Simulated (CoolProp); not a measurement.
Saturation properties of octamethylcyclotetrasiloxane (D4).

Values from CoolProp's reference Helmholtz-energy equation of state, Thol 2015.

| T (K) | p (MPa) | liquid density (kg/m³) | vapour density (kg/m³) | liquid cp (kJ/(kg K)) |
|---|---|---|---|---|
| 434.7 | 0.06961 | 784.9 | 6.067 | 1.960 |
| 444.8 | 0.09122 | 771.1 | 7.877 | 1.986 |
| 454.8 | 0.1174 | 757.0 | 10.08 | 2.012 |
| 464.8 | 0.1492 | 742.5 | 12.75 | ? |
| 474.9 | ? | 727.2 | 16.02 | 2.066 |
| 484.9 | 0.2326 | 711.5 | 19.93 | 2.095 |
| 494.9 | ? | 695.1 | 24.63 | 2.125 |
| 505 | 0.3479 | 677.6 | 30.35 | 2.159 |

Q: Some entries are withheld; supply them.

A: 
- 464.8, liquid cp (kJ/(kg K)): 2.038
- 474.9, p (MPa): 0.1875
- 494.9, p (MPa): 0.2855

It boils at 448.9 K under 1 atm.
